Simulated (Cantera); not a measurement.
A Cantera script and its output.

```python
import numpy as np
import cantera as ct

gas = ct.Solution("gri30.yaml")
gas.TPX = 1425, 1800000, {'CH4': 0.005, 'O2': 0.053, 'N2': 1}
reactor = ct.IdealGasConstPressureReactor(gas, energy="off", clone=False)
net = ct.ReactorNet([reactor])
net.rtol, net.atol = 1e-08, 1e-18
show = ['CH4', 'O2', 'OH', 'CH2CO', 'C2H6', 'CO', 'H2O']
times = np.geomspace(2e-05, 20, 14)

steps = ct.SolutionArray(gas, extra=["t"])
rows = []
print(f"{'t/s':>10s}{'T/K':>9s}{'P/Pa':>11s}" + "".join(f"{s:>11s}" for s in show))
for t in times:
    while net.time < t:
        t_next = net.step()
        steps.append(gas.state, t=t_next)
    rows.append([np.interp(t, steps.t, y) for y in (steps.T, steps.P, *steps(*show).X.T)])
    print(f"{t:10.3e}{rows[-1][0]:9.1f}{rows[-1][1]:11.4g}" + "".join(f"{x:11.3e}" for x in rows[-1][2:]))
rate = np.gradient(steps.T, steps.t)
print("integrator steps:", len(steps.t))
if steps.T.max() > steps.T[0] + 200:
    print(f"time of steepest temperature rise: {steps.t[rate.argmax()]:.4e} s")
gas.TPX = 1425, 1800000, {'CH4': 0.005, 'O2': 0.053, 'N2': 1}
gas.equilibrate("TP")
print(f"equilibrium (TP): T = {gas.T:.1f} K  " + "  ".join(f"{s} {gas[s].X[0]:.3e}" for s in show))
```

It prints:

```
       t/s      T/K       P/Pa        CH4         O2         OH      CH2CO       C2H6         CO        H2O
 2.000e-05   1425.0    1.8e+06  4.726e-03  5.009e-02  4.657e-09  3.015e-16  5.324e-10  2.454e-10  1.273e-07
 5.789e-05   1425.0    1.8e+06  4.724e-03  5.009e-02  1.910e-08  1.762e-13  3.019e-08  9.820e-09  1.238e-06
 1.675e-04   1425.0    1.8e+06  4.695e-03  5.008e-02  1.395e-07  3.902e-10  3.199e-06  9.587e-07  2.163e-05
 4.849e-04   1425.0    1.8e+06  3.285e-03  4.867e-02  9.872e-06  1.046e-05  9.910e-05  6.168e-04  1.704e-03
 1.403e-03   1425.0    1.8e+06  3.727e-09  4.144e-02  1.909e-05  1.339e-09  1.580e-15  1.690e-03  9.426e-03
 4.062e-03   1425.0    1.8e+06  8.621e-15  4.073e-02  1.200e-05  6.768e-12  4.066e-24  2.003e-04  9.444e-03
 1.176e-02   1425.0    1.8e+06  8.815e-16  4.064e-02  5.821e-06  3.365e-13  1.529e-26  7.339e-06  9.449e-03
 3.403e-02   1425.0    1.8e+06  2.400e-16  4.064e-02  3.978e-06  7.844e-14  1.030e-27  4.957e-08  9.450e-03
 9.848e-02   1425.0    1.8e+06  2.228e-16  4.064e-02  3.907e-06  7.243e-14  8.742e-28  8.333e-09  9.450e-03
 2.850e-01   1425.0    1.8e+06  1.948e-16  4.064e-02  3.907e-06  6.332e-14  6.696e-28  8.332e-09  9.450e-03
 8.249e-01   1425.0    1.8e+06  1.320e-16  4.064e-02  3.907e-06  4.292e-14  3.104e-28  8.331e-09  9.450e-03
 2.388e+00   1425.0    1.8e+06  4.288e-17  4.064e-02  3.907e-06  1.393e-14  3.446e-29  8.329e-09  9.450e-03
 6.910e+00   1425.0    1.8e+06  1.671e-18  4.064e-02  3.907e-06  5.363e-16  1.464e-31  8.328e-09  9.450e-03
 2.000e+01   1425.0    1.8e+06  4.389e-21  4.064e-02  3.907e-06  4.434e-20  8.426e-36  8.328e-09  9.450e-03
integrator steps: 1795
equilibrium (TP): T = 1425.0 K  CH4 1.266e-33  O2 4.044e-02  OH 3.902e-06  CH2CO 1.436e-38  C2H6 5.423e-61  CO 8.349e-09  H2O 9.450e-03
```

Model: GRI-Mech 3.0 (53 species, 325 reactions), integrated in Cantera. The pressure lies above the range GRI-Mech 3.0 was tuned for (to about 10 atm).
